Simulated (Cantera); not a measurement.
A Cantera script and its output.

```python
import numpy as np
import cantera as ct

surf = ct.Interface("ptcombust.yaml", "Pt_surf")
gas = surf.adjacent["gas"]
gas.TPX = 775, 100000, {'CH4': 0.0039, 'O2': 0.013, 'N2': 0.79, 'H2O': 0.027}
surf.TP = 775, 100000
reactor = ct.FlowReactor(gas, clone=False)
reactor.area = 0.0001  # m2
reactor.surface_area_to_volume_ratio = 3900  # 1/m
reactor.mass_flow_rate = 1.1 * reactor.area * gas.density  # inlet velocity 1.1 m/s
reactor.energy_enabled = False
wall = ct.ReactorSurface(surf, reactor, clone=False)
net = ct.ReactorNet([reactor])
net.rtol, net.atol = 1e-8, 1e-16
show, cover = ['CH4', 'O2', 'H2O', 'CO2', 'CO'], ['PT(S)', 'H(S)', 'O(S)', 'OH(S)', 'CO(S)', 'C(S)']

rows = []
print(f"{'z/m':>9s}{'u/(m/s)':>9s}" + "".join(f"{s:>13s}" for s in show + cover))
for z in [5.7e-05, 0.00012, 0.00027, 0.00057, 0.0012, 0.0027, 0.0057]:
    net.advance(z)
    rows.append([reactor.speed, *gas[show].X, *surf[cover].coverages])
    print(f"{z:9.4g}{rows[-1][0]:9.3g}" + "".join(f"{x:13.4e}" for x in rows[-1][1:]))
```

Result:

```
      z/m  u/(m/s)          CH4           O2          H2O          CO2           CO        PT(S)         H(S)         O(S)        OH(S)        CO(S)         C(S)
  5.7e-05      1.1   4.6736e-03   1.5583e-02   3.2384e-02   3.1182e-06   1.2413e-07   5.6550e-02   1.6718e-08   9.3835e-01   5.0775e-03   1.1281e-05   1.6727e-08
  0.00012      1.1   4.6700e-03   1.5576e-02   3.2392e-02   6.5902e-06   2.3480e-07   5.6562e-02   1.6725e-08   9.3834e-01   5.0785e-03   1.1360e-05   1.6722e-08
  0.00027      1.1   4.6615e-03   1.5559e-02   3.2409e-02   1.4935e-05   4.1624e-07   5.6588e-02   1.6742e-08   9.3831e-01   5.0810e-03   1.1486e-05   1.6710e-08
  0.00057      1.1   4.6444e-03   1.5525e-02   3.2443e-02   3.1799e-05   5.8301e-07   5.6636e-02   1.6772e-08   9.3826e-01   5.0856e-03   1.1591e-05   1.6683e-08
   0.0012      1.1   4.6088e-03   1.5454e-02   3.2514e-02   6.7390e-05   6.5655e-07   5.6730e-02   1.6833e-08   9.3815e-01   5.0952e-03   1.1605e-05   1.6619e-08
   0.0027      1.1   4.5244e-03   1.5285e-02   3.2683e-02   1.5174e-04   6.5431e-07   5.6950e-02   1.6976e-08   9.3791e-01   5.1176e-03   1.1503e-05   1.6465e-08
   0.0057      1.1   4.3581e-03   1.4952e-02   3.3015e-02   3.1801e-04   6.3209e-07   5.7391e-02   1.7265e-08   9.3743e-01   5.1621e-03   1.1285e-05   1.6152e-08
```

Detailed kinetics in Cantera: Deutschmann's 1995 Pt surface mechanism with GRI-Mech 3.0 gas chemistry. Catalytic surfaces can have several steady states; this one follows from the mechanism file's or the stated starting coverage. Mass transfer to the wall is taken as infinitely fast.
